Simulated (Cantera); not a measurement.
A perfectly stirred reactor is fed with CH₄ : C₂H₆ : O₂ : N₂ = 1 : 0.2 : 1.93 : 7.25 (molar parts), equivalence ratio 1.4, at 10.0 bar; it is adiabatic with a 450 K inlet, and is followed from long to short residence time, starting on the burning branch (τ in s: 0.058, 0.023, 0.0088, 0.0034, 0.0013, 0.00052, 0.0002, 7.9e-05, 3.1e-05, 1.2e-05, 4.7e-06).

Cantera simulation using GRI-Mech 3.0 (53 species, 325 reactions); the numbers are that mechanism's predictions, not measurements.

Q: What does this change do: pressure from 10.0 bar to 5.00 bar?

A: 
```tsv
quantity	before	after
blow-out, bracketed by the residence times tried	burning at 0.200 ms, out at 79.0 µs	burning at 0.200 ms, out at 79.0 µs
x(CH₄) at τ = 58.0 ms	0.000361	0.000314
x(C₂H₆) at τ = 58.0 ms	1.45e-7	1.81e-7
x(O₂) at τ = 58.0 ms	6.00e-5	8.30e-5
x(HCN) at τ = 58.0 ms	1.15e-5	1.76e-5
x(OH) at τ = 58.0 ms	0.000102	0.000157
x(CH₄) at τ = 0.520 ms	0.00449	0.00337
x(C₂H₆) at τ = 0.520 ms	2.79e-5	2.80e-5
x(O₂) at τ = 0.520 ms	0.00398	0.00451
x(HCN) at τ = 0.520 ms	5.60e-5	9.27e-5
x(OH) at τ = 0.520 ms	0.000207	0.000354
```

Q: What does this change do: inlet temperature 450 to 725 K?

A: 
```csv
quantity,before,after
"blow-out, bracketed by the residence times tried","burning at 0.200 ms, out at 79.0 µs","burning at 31.0 µs, out at 12.0 µs"
x(CH₄) at τ = 58.0 ms,0.000361,3.19e-5
x(C₂H₆) at τ = 58.0 ms,1.45e-7,2.87e-8
x(O₂) at τ = 58.0 ms,6.00e-5,2.27e-5
x(HCN) at τ = 58.0 ms,1.15e-5,2.60e-6
x(OH) at τ = 58.0 ms,0.000102,0.000418
x(CH₄) at τ = 0.520 ms,0.00449,0.00104
x(C₂H₆) at τ = 0.520 ms,2.79e-5,3.58e-6
x(O₂) at τ = 0.520 ms,0.00398,0.00123
x(HCN) at τ = 0.520 ms,5.60e-5,0.000140
x(OH) at τ = 0.520 ms,0.000207,0.000684
```

Q: What does this change do: inlet temperature 450 to 375 K?

A: 
```
quantity                                                                       before                                after
------------------------------------------------  -----------------------------------  -----------------------------------
blow-out, bracketed by the residence times tried  burning at 0.200 ms, out at 79.0 µs  burning at 0.200 ms, out at 79.0 µs
x(CH₄) at τ = 58.0 ms                                                        0.000361                             0.000687
x(C₂H₆) at τ = 58.0 ms                                                        1.45e-7                              2.83e-7
x(O₂) at τ = 58.0 ms                                                          6.00e-5                              8.68e-5
x(HCN) at τ = 58.0 ms                                                         1.15e-5                              1.54e-5
x(OH) at τ = 58.0 ms                                                         0.000102                              6.70e-5
x(CH₄) at τ = 0.520 ms                                                        0.00449                              0.00581
x(C₂H₆) at τ = 0.520 ms                                                       2.79e-5                              4.96e-5
x(O₂) at τ = 0.520 ms                                                         0.00398                              0.00543
x(HCN) at τ = 0.520 ms                                                        5.60e-5                              3.13e-5
x(OH) at τ = 0.520 ms                                                        0.000207                             0.000152
```
